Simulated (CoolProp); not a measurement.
Computed with CoolProp (reference Helmholtz-energy equation of state, Smukala 2000).

Question: Give the vapour pressure (MPa), liquid density (kg/m³), vapour density (kg/m³), enthalpy of vaporisation (kJ/kg) of saturated ethylene at 207.4, 219.9, 251.3 K.

Answer: 
```tsv
T (K)	p (MPa)	liquid density (kg/m³)	vapour density (kg/m³)	enthalpy of vaporisation (kJ/kg)
207.4	0.610	509	11.2	418
219.9	0.953	487	17.4	391
251.3	2.41	419	46.8	299
```
